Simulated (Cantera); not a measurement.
## Carbothermic reduction: Fe₂O₃ + C + H₂

A closed system holds: 1 mol Fe₂O₃, a varied amount of C, 12 mol H₂, at 2275 °C and 100000 Pa.

These are equilibrium values from Cantera (NASA tables, ideal gas, pure condensed phases), not measurements of a reactor. Candidate condensed phases: C, C₆H₆, C₇H₈, C₈H₁₈, Fe, Fe(CO)₅, FeO, Fe(OH)₂, Fe(OH)₃, Fe₂O₃, Fe₃O₄, H₂O; 114 gas species. Iron dissolves carbon and melts from about 1420 K in contact with it, which pure phases cannot show. Condensed phases not in the tables: cementite and carbon dissolved in iron. Equilibrium is a limit: real reactors are often held back by kinetics, nucleation or transport.

```
n(C) (mol)   x H₂    x H₂O    x CO    x Fe     x H  x C₂H₂ (acetylene)     x CO₂  n Fe(l)  n C(graphite)
----------  -----  -------  ------  ------  ------  ------------------  --------  -------  -------------
0.35        0.704    0.198  0.0256  0.0425  0.0260              <1e-12   0.00114     1.43              0
0.46        0.706    0.188  0.0334  0.0425  0.0260              <1e-12   0.00141     1.43              0
0.6         0.709    0.175  0.0432  0.0425  0.0261              <1e-12   0.00169     1.42              0
0.78        0.712    0.160  0.0556  0.0425  0.0261              <1e-12   0.00197     1.41              0
1           0.716    0.141  0.0704  0.0425  0.0262              <1e-12   0.00219     1.41              0
1.3         0.721    0.117  0.0899  0.0425  0.0263            1.37e-12   0.00230     1.39              0
1.7         0.727   0.0863   0.115  0.0425  0.0264            4.20e-12   0.00216     1.38              0
2.3         0.734   0.0442   0.150  0.0425  0.0265            2.82e-11   0.00143     1.35              0
2.9         0.741  0.00603   0.184  0.0425  0.0266             2.32e-9  0.000236     1.33              0
3.8         0.732  2.99e-6   0.189  0.0425  0.0265             0.00967   1.22e-7     1.33          0.486
5           0.732  2.99e-6   0.189  0.0425  0.0265             0.00967   1.22e-7     1.33           1.69
6.5         0.732  2.99e-6   0.189  0.0425  0.0265             0.00967   1.22e-7     1.33           3.19
```
x: gas mole fraction; n: condensed amount in mol.

From 0.35 mol C to 2.9 mol C the condensed part is Fe(l). From 3.8 mol C to 6.5 mol C the condensed part is C(graphite) + Fe(l). The main Fe-bearing gas is Fe throughout.
